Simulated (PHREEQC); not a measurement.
A solution holds 0.068 mol/kgw H2SO4, 0.05 mol/kgw Al2(SO4)3 and 0.15 mol/kgw Na2SO4, at 15 °C. Closed to the air; pH follows from the charge balance.

The numbers come from PHREEQC with the ion-association model, wateq4f.dat.

| quantity | before | after |
|---|---|---|
| pH | 1.48 | 2.96 |
| ionic strength (mol/kgw) | 0.520 | 0.00917 |
| SO4-2 (mol/kgw) | 0.113 | 0.00271 |
| HSO4- (mol/kgw) | 0.0921 | 0.000175 |
| AlSO4+ (mol/kgw) | 0.0548 | 0.000693 |
| Al(SO4)2- (mol/kgw) | 0.0386 | 3.86e-5 |
| SI of Gibbsite (Al(OH)3) | -7.52 | -3.71 |
| SI of Boehmite (AlOOH) | -8.13 | -4.32 |

Q: Name the change that produced these shifts.
(A) Na2SO4 left out
(B) Na2SO4 replaced by NiSO4 at the same molality
(C) diluted 100-fold with water
(D) Na2SO4 replaced by CuSO4 at the same molality
(E) 0.054 mol/kgw HBr added

A: C, diluted 100-fold with water

Precipitation was switched off in this run.
